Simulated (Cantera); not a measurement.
Feed: 1 mol Al2O3, 2.6 mol BCl3, 8.5 mol O2, at 10000 Pa.

Equilibrium computed with Cantera from the NASA thermochemical tables; the gas is ideal and each condensed phase is pure. Candidate condensed phases: Al, AlCl3, Al2O3, B, B2O3; 30 gas species. Mutual solubility and eutectic melting of coexisting phases are not modelled. The tables' values for BOCl are old estimates; treat these amounts as uncertain. Condensed phases not in the tables: borates and borosilicate glass, alloys, solid solutions and most ternary compounds. The numbers say what is thermodynamically allowed, not how fast it happens. All values below are at 1350 K.

Base state: O2 0.616, Cl2 0.349, Cl 0.0356, ClO 0.000268, BOCl 2.73e-5, AlCl3 2.46e-5 (mole fractions); condensed: Al2O3(s) + B2O3(l).

Question: What changes in the equilibrium state with this change: BCl3 from 2.6 to 0.51 mol?

Answer: 
```csv
species,before,after
O2,0.616,0.906
Cl2,0.349,0.0770
Cl,0.0356,0.0167
AlCl3,2.46e-5,1.91e-6
BOCl,2.73e-5,1.17e-5
ClO,0.000268,0.000153
"Al2O3(s), mol",1.000,1.000
"B2O3(l), mol",1.30,0.255
```
